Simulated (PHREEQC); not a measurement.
0.01 g of hydrous ferric oxide (600 m²/g; 0.2 weak and 0.005 strong sites per Fe, Dzombak-Morel constants, diffuse double layer) in 1 kg of water with 0.001 mol/kgw of an inert sodium salt and 0.011 mmol/kgw ZnSO4, 0.0093 mmol/kgw CuSO4 and 0.0066 mmol/kgw PbCl2, at 25 °C; the pH is set by adding NaOH or the inert anion's acid. Oxygen alone is held at its pressure in air (log pO2 = -0.68). The system is closed to CO2. Precipitation was switched off in this run.

Base run: PHREEQC, ion-association model, wateq4f.dat. Each further column changes one thing. The table gives Cu sorbed (%).

```json
[
 {"pH": "4", "base": "0.1", "no electrostatic term (-no_edl)": "0.1", "background salt from 0.001 to 0.0001 mol/kgw": "0.1", "oxide from 0.01 to 0.05 g/kgw": "0.4", "1.5e-05 mol/kgw H3BO3 added": "0.1"},
 {"pH": "4.5", "base": "0.3", "no electrostatic term (-no_edl)": "0.5", "background salt from 0.001 to 0.0001 mol/kgw": "0.4", "oxide from 0.01 to 0.05 g/kgw": "1.7", "1.5e-05 mol/kgw H3BO3 added": "0.3"},
 {"pH": "5.5", "base": "11.7", "no electrostatic term (-no_edl)": "25.0", "background salt from 0.001 to 0.0001 mol/kgw": "12.3", "oxide from 0.01 to 0.05 g/kgw": "36.4", "1.5e-05 mol/kgw H3BO3 added": "11.7"},
 {"pH": "6", "base": "36.0", "no electrostatic term (-no_edl)": "67.9", "background salt from 0.001 to 0.0001 mol/kgw": "36.9", "oxide from 0.01 to 0.05 g/kgw": "77.8", "1.5e-05 mol/kgw H3BO3 added": "36.0"},
 {"pH": "6.5", "base": "55.7", "no electrostatic term (-no_edl)": "91.4", "background salt from 0.001 to 0.0001 mol/kgw": "55.9", "oxide from 0.01 to 0.05 g/kgw": "94.5", "1.5e-05 mol/kgw H3BO3 added": "55.7"},
 {"pH": "7.5", "base": "41.6", "no electrostatic term (-no_edl)": "92.7", "background salt from 0.001 to 0.0001 mol/kgw": "40.3", "oxide from 0.01 to 0.05 g/kgw": "97.3", "1.5e-05 mol/kgw H3BO3 added": "41.6"},
 {"pH": "8", "base": "26.3", "no electrostatic term (-no_edl)": "79.0", "background salt from 0.001 to 0.0001 mol/kgw": "25.2", "oxide from 0.01 to 0.05 g/kgw": "96.6", "1.5e-05 mol/kgw H3BO3 added": "26.3"},
 {"pH": "8.5", "base": "14.2", "no electrostatic term (-no_edl)": "57.3", "background salt from 0.001 to 0.0001 mol/kgw": "13.7", "oxide from 0.01 to 0.05 g/kgw": "96.3", "1.5e-05 mol/kgw H3BO3 added": "14.2"},
 {"pH": "9.5", "base": "8.8", "no electrostatic term (-no_edl)": "12.6", "background salt from 0.001 to 0.0001 mol/kgw": "8.8", "oxide from 0.01 to 0.05 g/kgw": "95.9", "1.5e-05 mol/kgw H3BO3 added": "8.8"},
 {"pH": "10", "base": "8.6", "no electrostatic term (-no_edl)": "2.3", "background salt from 0.001 to 0.0001 mol/kgw": "8.7", "oxide from 0.01 to 0.05 g/kgw": "95.6", "1.5e-05 mol/kgw H3BO3 added": "8.6"},
 {"pH": "10.5", "base": "8.6", "no electrostatic term (-no_edl)": "0.3", "background salt from 0.001 to 0.0001 mol/kgw": "8.8", "oxide from 0.01 to 0.05 g/kgw": "95.1", "1.5e-05 mol/kgw H3BO3 added": "8.6"},
 {"pH": "11.5", "base": "10.0", "no electrostatic term (-no_edl)": "0.0", "background salt from 0.001 to 0.0001 mol/kgw": "10.2", "oxide from 0.01 to 0.05 g/kgw": "88.7", "1.5e-05 mol/kgw H3BO3 added": "10.0"},
 {"pH": "12", "base": "10.2", "no electrostatic term (-no_edl)": "0.0", "background salt from 0.001 to 0.0001 mol/kgw": "10.4", "oxide from 0.01 to 0.05 g/kgw": "71.2", "1.5e-05 mol/kgw H3BO3 added": "10.2"}
]
```

The database's constant for dissolved Cu(OH)2 is higher than later reviews accept.
